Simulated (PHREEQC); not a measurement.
Nickel, zinc or cadmium bath (model solution)

Dissolve 0.025 mol/kgw CdCl2 and 0.11 mol/kgw FeSO4 at 25 °C. Closed to the air; pH follows from the charge balance.

Equilibrium calculation in PHREEQC: ion-association model, phreeqc.dat.

No solid was allowed to form.

Question: Estimate the pH, ionic strength.

Answer: pH 5.75; ionic strength 0.280 mol/kgw.

Question: In which forms is Cd present?

Answer: CdCl+ 28 %, CdSO4 28 %, Cd+2 26 %, Cd(SO4)2-2 15 %, CdCl2 2.3 % of the Cd.

Species that the database lacks are ignored.
